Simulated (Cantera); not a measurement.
An isothermal, constant-pressure homogeneous reactor starts with N2O : H2 : N2 = 0.27 : 0.0072 : 1.7 (molar parts), at 1175 K and 72.0 Torr.

Cantera simulation using GRI-Mech 3.0 (53 species, 325 reactions); the numbers are that mechanism's predictions, not measurements. GRI-Mech 3.0 was tuned for natural gas; its chemistry of N2O as a main component is partial and can be far from experiment. The mechanism lacks the step 2 NO + O2 → 2 NO2, which can matter for NO2 below about 1400 K. The temperature is held fixed by assumption; the heat of reaction is taken as removed at once.

x: mole fraction; the columns are a selection and need not sum to one.

```json
[
 {"t (s)": "0.000700", "x N2O": "0.137", "x H2": "0.00364", "x N2": "0.860", "x NO": "1.45e-7", "x O": "5.99e-7"},
 {"t (s)": "0.00157", "x N2O": "0.137", "x H2": "0.00363", "x N2": "0.860", "x NO": "5.34e-7", "x O": "6.40e-7"},
 {"t (s)": "0.00352", "x N2O": "0.136", "x H2": "0.00358", "x N2": "0.860", "x NO": "1.94e-6", "x O": "6.44e-7"},
 {"t (s)": "0.00788", "x N2O": "0.136", "x H2": "0.00338", "x N2": "0.860", "x NO": "6.97e-6", "x O": "6.91e-7"},
 {"t (s)": "0.0177", "x N2O": "0.136", "x H2": "(withheld)", "x N2": "0.861", "x NO": "2.05e-5", "x O": "8.39e-7"},
 {"t (s)": "0.0396", "x N2O": "0.134", "x H2": "(withheld)", "x N2": "0.862", "x NO": "4.30e-5", "x O": "9.95e-7"},
 {"t (s)": "0.0888", "x N2O": "0.133", "x H2": "(withheld)", "x N2": "0.863", "x NO": "7.08e-5", "x O": "1.11e-6"},
 {"t (s)": "0.199", "x N2O": "0.132", "x H2": "(withheld)", "x N2": "0.864", "x NO": "0.000116", "x O": "1.17e-6"},
 {"t (s)": "0.446", "x N2O": "0.131", "x H2": "(withheld)", "x N2": "0.865", "x NO": "0.000215", "x O": "1.17e-6"},
 {"t (s)": "1.00", "x N2O": "0.128", "x H2": "(withheld)", "x N2": "0.866", "x NO": "0.000441", "x O": "1.15e-6"}
]
```

Q: Some entries are withheld; supply them.

A: 
- 0.0177, x H2: 0.00272
- 0.0396, x H2: 0.00148
- 0.0888, x H2: 0.000456
- 0.199, x H2: 8.58e-5
- 0.446, x H2: 6.52e-6
- 1.00, x H2: 5.05e-8
